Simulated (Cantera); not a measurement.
Charge: 1 mol MgO, 5.8 mol N2, held at 10.0 Torr.

Cantera equilibrium calculation (NASA polynomials, part measured and part estimated; ideal gas, pure solids and liquids). Candidate condensed phases: Mg, MgO; 27 gas species. Ions and electrons are included (thermal ionisation). Rates play no part.

Question: What share of the Mg ends up in condensed phases as a function of T (K), at 2000, 2500, 3000, 3500, 4000, 4500, 5000?

Answer: 
```json
[
 {"T (K)": "2000", "Mg condensed (%)": "99.8", "as": "MgO(s)"},
 {"T (K)": "2500", "Mg condensed (%)": "31.6", "as": "MgO(s)"},
 {"T (K)": "3000", "Mg condensed (%)": "0.0", "as": "-"},
 {"T (K)": "3500", "Mg condensed (%)": "0.0", "as": "-"},
 {"T (K)": "4000", "Mg condensed (%)": "0.0", "as": "-"},
 {"T (K)": "4500", "Mg condensed (%)": "0.0", "as": "-"},
 {"T (K)": "5000", "Mg condensed (%)": "0.0", "as": "-"}
]
```
